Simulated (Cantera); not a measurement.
A closed system holds: 1 mol AlN, 0.34 mol Cl₂, 0.18 mol O₂, 2 mol HCl, at 1673.15 K and 101000 Pa.

These are equilibrium values from Cantera (NASA tables, ideal gas, pure condensed phases), not measurements of a reactor. Candidate condensed phases: Al, AlCl₃, AlN, Al₂O₃, H₂O, NH₄Cl; 45 gas species. The tables' values for AlCl₂ are old estimates; treat these amounts as uncertain. Equilibrium is a limit: real reactors are often held back by kinetics, nucleation or transport.

Base state: H₂ 0.316, AlCl₃ 0.294, N₂ 0.202, HCl 0.176, AlCl₂ 0.0108, AlCl 0.00172, H 6.37e-5, Al₂Cl₆ 4.17e-5 (mole fractions); condensed: Al₂O₃(s).

Task: What changes in the equilibrium state with this change: temperature from 1673.15 K to 1225 K?

Result: 
```tsv
species	before	after
H₂	0.316	0.325
AlCl₃	0.294	0.308
N₂	0.202	0.203
HCl	0.176	0.163
AlCl₂	0.0108	5.89e-5
AlCl	0.00172	3.15e-7
Cl	2.76e-5	7.61e-8
H	6.37e-5	1.77e-7
Al₂O₃(s), mol	0.120	0.120
```

Task: What changes in the equilibrium state with this change: temperature from 1673.15 K to 1425 K?

Result: 
```tsv
species	before	after
H₂	0.316	0.325
AlCl₃	0.294	0.307
N₂	0.202	0.203
HCl	0.176	0.164
AlCl₂	0.0108	0.000973
AlCl	0.00172	3.23e-5
Cl	2.76e-5	1.59e-6
H	6.37e-5	3.86e-6
H₂O	2.78e-5	6.59e-6
Al₂O₃(s), mol	0.120	0.120
```

Task: What changes in the equilibrium state with this change: temperature from 1673.15 K to 1325 K?

Result: 
```
species         before     after
-------------  -------  --------
H₂               0.316     0.325
AlCl₃            0.294     0.308
N₂               0.202     0.203
HCl              0.176     0.163
AlCl₂           0.0108  0.000268
AlCl           0.00172   3.83e-6
Cl             2.76e-5   3.89e-7
H              6.37e-5   9.26e-7
Al₂Cl₆         4.17e-5  0.000345
H₂O            2.78e-5   3.38e-6
Al₂O₃(s), mol    0.120     0.120
```
